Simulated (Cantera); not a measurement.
# Equilibrium for oxide etching and cleaning by halides: B2O3 + BCl3 + N2

Charge: 1 mol B2O3, 0.52 mol BCl3, a varied amount of N2, at 1100 °C and 10.0 mbar.

These are equilibrium values from Cantera (NASA tables, ideal gas, pure condensed phases), not measurements of a reactor. Candidate condensed phases: B, BN, B2O3; 25 gas species. N2 is the only nitrogen source here; it is nearly inert below about 1500 K, so the nitride shown seldom forms there in practice. Mutual solubility and eutectic melting of coexisting phases are not modelled. The tables' values for BOCl, BCl2 are old estimates; treat these amounts as uncertain. Kinetics and transport are ignored.

From 6.2 mol N2 to 44 mol N2 the condensed part is BN(s) + B2O3(l). The main B-bearing gas is BCl3 throughout. The share of B in condensed phases is highest at 6.2 mol N2 (68.6 %) and lowest at 44 mol N2 (66.6 %).

```csv
n(N2) (mol),x N2,x BCl3,x B3O3Cl3,x BOCl,n BN(s),n B2O3(l)
6.2,0.919,0.0570,0.0184,0.00498,0.000461,0.864
7.4,0.931,0.0482,0.0155,0.00471,0.000517,0.863
8.8,0.941,0.0409,0.0132,0.00446,0.000579,0.862
11,0.952,0.0329,0.0106,0.00415,0.000671,0.860
13,0.959,0.0280,0.00901,0.00393,0.000748,0.858
15,0.964,0.0243,0.00782,0.00375,0.000822,0.857
18,0.969,0.0202,0.00652,0.00353,0.000926,0.855
22,0.975,0.0165,0.00533,0.00330,0.00106,0.852
26,0.978,0.0140,0.00450,0.00312,0.00118,0.849
31,0.981,0.0117,0.00376,0.00293,0.00132,0.846
37,0.984,0.00973,0.00313,0.00276,0.00148,0.843
44,0.986,0.00813,0.00262,0.00260,0.00166,0.839
```
x: gas mole fraction; n: condensed amount in mol.
